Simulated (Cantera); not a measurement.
Feed: 1 mol Al, 16 mol HCl, 8.2 mol N2, held at 798 K and 750 Torr.

Method: chemical equilibrium by Gibbs-energy minimisation in Cantera with the NASA 1993 tables (ideal gas, pure condensed phases). Candidate condensed phases: Al, AlCl3, AlN, NH4Cl; 20 gas species. Rates play no part.

Base state: HCl 0.551, N2 0.347, H2 0.0635, AlCl3 0.0342, Al2Cl6 0.00408, NH3 2.88e-5 (mole fractions); condensed: gas only.

### Question
What changes in the equilibrium state with this change: pressure from 750 Torr to 0.120 Torr?

### Answer
```
species   before    after
-------  -------  -------
HCl        0.551    0.549
N2         0.347    0.346
H2        0.0635   0.0633
AlCl3     0.0342   0.0422
Al2Cl6   0.00408  9.95e-7
NH3      2.88e-5  4.57e-9
```
